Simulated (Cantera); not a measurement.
Equilibrium for carbon deposition, reforming and gasification: C3H6 + CO2

Feed: 1 mol C3H6, 0.53 mol CO2, at 2298.15 K and 7.90 bar.

Cantera equilibrium calculation (NASA polynomials, part measured and part estimated; ideal gas, pure solids and liquids). Candidate condensed phases: C, C6H6, C7H8, C8H18, H2O; 110 gas species. Kinetics and transport are ignored.

The x(H2) comes out as 0.732 and the x(CO) is 0.261. The x(C2H2 (acetylene)) comes out as 0.00313 and the x(H) is 0.00292. The x(CH4) is 0.000909 and the x(CH3) is 6.81e-5. The x(H2O) is 6.34e-5 and the x(C2H4) is 2.87e-5. The x(C4H2) is 5.49e-6 and the n(C(graphite)) is 2.44 mol. The gas amount is 4.062 mol.
